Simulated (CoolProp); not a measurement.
Vapour-liquid equilibrium of R125 (1) + R245fa (2) at 5.95 °C; x and y are mole fractions of (1).

Values from CoolProp's multi-fluid Helmholtz-energy mixture model, Lemmon 2005 and Akasaka 2015; pair parameters Bell 2016.

Q: Give the bubble pressure and the first vapour's composition at x = 0.2, 0.5, 0.65. Is there an azeotrope?

A: x = 0.2: 222.5 kPa, y = 0.731; x = 0.5: 432.3 kPa, y = 0.900; x = 0.65: 536.8 kPa, y = 0.938. No azeotrope shows between x = 0.05 and 0.95.

The pair parameters rest on a limited set of measurements; away from them the model extrapolates. The gap from Raoult's law changes sign with composition, which may be real or a fault of the pair parameters; it wasn't checked against measurements.
